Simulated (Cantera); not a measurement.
Mixture: H2 : O2 : N2 = 1 : 0.862 : 3.79 (molar parts), equivalence ratio 0.58, at 40.0 bar, adiabatic and at constant pressure. Ignition delay is the time to a rise of 400 K.

Model: GRI-Mech 3.0 (53 species, 325 reactions), integrated in Cantera. The hydrogen kinetics of GRI-Mech 3.0 are dated; newer H2 mechanisms differ, most at raised pressure. The pressure lies above the range GRI-Mech 3.0 was tuned for (to about 10 atm).

Task: Predict: delay at 1250 K; delay at 1350 K; delay at 1450 K; delay at 1550 K; delay at 1650 K; delay at 1750 K; delay at 1850 K; apparent activation energy between 1650 and 1850 K.

Result: 
```
Property                                               Result
--------------------------------------------------  ---------
delay at 1250 K                                       65.4 µs
delay at 1350 K                                       12.9 µs
delay at 1450 K                                       2.10 µs
delay at 1550 K                                      0.618 µs
delay at 1650 K                                      0.346 µs
delay at 1750 K                                      0.239 µs
delay at 1850 K                                      0.183 µs
apparent activation energy between 1650 and 1850 K  81 kJ/mol
```
